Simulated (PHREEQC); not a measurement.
A column of 0.2 m (30 cells, dispersivity 0.007 m, 720 s a shift, diffusion coefficient 3e-10 m²/s) holds 0.022 eq of the database's cation exchanger X per kg of pore water, first in equilibrium with 28 mmol/kgw ZnSO4 and 0.01 mmol/kgw HCl. It is flushed with 0.0077 mol CaCl2, 0.023 mol ZnSO4, 0.00058 mol LiCl and 1e-05 mol HCl per kg of water, at 25 °C. Values are for the last cell. The system is closed to CO2. Nothing may precipitate in this run.

The numbers come from PHREEQC with the ion-association model, phreeqc.dat.

```json
[
 {"pore volumes": "0", "Ca in solution (mol/kgw)": "0", "Li in solution (mol/kgw)": "0", "Cl in solution (mol/kgw)": "1.00e-5", "CaX2 on the exchanger (mol/kgw)": "0", "LiX on the exchanger (mol/kgw)": "0"},
 {"pore volumes": "0.3167", "Ca in solution (mol/kgw)": "6.79e-12", "Li in solution (mol/kgw)": "3.41e-10", "Cl in solution (mol/kgw)": "1.00e-5", "CaX2 on the exchanger (mol/kgw)": "3.06e-12", "LiX on the exchanger (mol/kgw)": "1.89e-11"},
 {"pore volumes": "0.5167", "Ca in solution (mol/kgw)": "7.96e-7", "Li in solution (mol/kgw)": "2.57e-6", "Cl in solution (mol/kgw)": "0.000130", "CaX2 on the exchanger (mol/kgw)": "3.59e-7", "LiX on the exchanger (mol/kgw)": "1.43e-7"},
 {"pore volumes": "0.8167", "Ca in solution (mol/kgw)": "0.000240", "Li in solution (mol/kgw)": "0.000120", "Cl in solution (mol/kgw)": "0.00422", "CaX2 on the exchanger (mol/kgw)": "0.000105", "LiX on the exchanger (mol/kgw)": "6.48e-6"},
 {"pore volumes": "1.117", "Ca in solution (mol/kgw)": "0.00194", "Li in solution (mol/kgw)": "0.000373", "Cl in solution (mol/kgw)": "0.0113", "CaX2 on the exchanger (mol/kgw)": "0.000798", "LiX on the exchanger (mol/kgw)": "1.92e-5"},
 {"pore volumes": "1.417", "Ca in solution (mol/kgw)": "0.00450", "Li in solution (mol/kgw)": "0.000520", "Cl in solution (mol/kgw)": "0.0148", "CaX2 on the exchanger (mol/kgw)": "0.00179", "LiX on the exchanger (mol/kgw)": "2.62e-5"},
 {"pore volumes": "1.617", "Ca in solution (mol/kgw)": "0.00583", "Li in solution (mol/kgw)": "0.000558", "Cl in solution (mol/kgw)": "0.0156", "CaX2 on the exchanger (mol/kgw)": "0.00229", "LiX on the exchanger (mol/kgw)": "2.79e-5"},
 {"pore volumes": "1.917", "Ca in solution (mol/kgw)": "0.00697", "Li in solution (mol/kgw)": "0.000576", "Cl in solution (mol/kgw)": "0.0159", "CaX2 on the exchanger (mol/kgw)": "0.00273", "LiX on the exchanger (mol/kgw)": "2.87e-5"},
 {"pore volumes": "2.217", "Ca in solution (mol/kgw)": "0.00745", "Li in solution (mol/kgw)": "0.000579", "Cl in solution (mol/kgw)": "0.0160", "CaX2 on the exchanger (mol/kgw)": "0.00291", "LiX on the exchanger (mol/kgw)": "2.88e-5"},
 {"pore volumes": "2.517", "Ca in solution (mol/kgw)": "0.00762", "Li in solution (mol/kgw)": "0.000580", "Cl in solution (mol/kgw)": "0.0160", "CaX2 on the exchanger (mol/kgw)": "0.00297", "LiX on the exchanger (mol/kgw)": "2.88e-5"},
 {"pore volumes": "2.717", "Ca in solution (mol/kgw)": "0.00766", "Li in solution (mol/kgw)": "0.000580", "Cl in solution (mol/kgw)": "0.0160", "CaX2 on the exchanger (mol/kgw)": "0.00299", "LiX on the exchanger (mol/kgw)": "2.88e-5"},
 {"pore volumes": "3.017", "Ca in solution (mol/kgw)": "0.00769", "Li in solution (mol/kgw)": "0.000580", "Cl in solution (mol/kgw)": "0.0160", "CaX2 on the exchanger (mol/kgw)": "0.00300", "LiX on the exchanger (mol/kgw)": "2.88e-5"}
]
```
